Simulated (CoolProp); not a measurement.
c-C4F8 (RC318) along the isobar 3610 kPa: density (kg/m³) from the reference equation and from simpler models built on Tc = 115.2 °C, pc = 2778 kPa, ω = 0.355; each cubic takes its own stable root.

Computed with CoolProp (reference Helmholtz-energy equation of state, Platzer 1990). This equation is an older, rougher fit; its heat capacities, sound speeds and derivatives of the liquid may be far off and weren't checked against measurements.

```csv
T (°C),phase,reference,Redlich-Kwong,Soave-Redlich-Kwong
-32.85,liquid,1718,1563,…
-16.95,liquid,1667,1514,…
-1.15,liquid,1614,1462,1532
14.75,liquid,1558,1405,1477
30.65,liquid,1499,1343,…
46.55,liquid,1435,1276,1345
62.45,liquid,1365,1201,…
78.35,liquid,1285,1116,1172
94.25,liquid,1188,1016,1057
```

Problem. Fill in the missing entries.

Solution. 
- -32.85, Soave-Redlich-Kwong: 1628
- -16.95, Soave-Redlich-Kwong: 1582
- 30.65, Soave-Redlich-Kwong: 1415
- 62.45, Soave-Redlich-Kwong: 1265
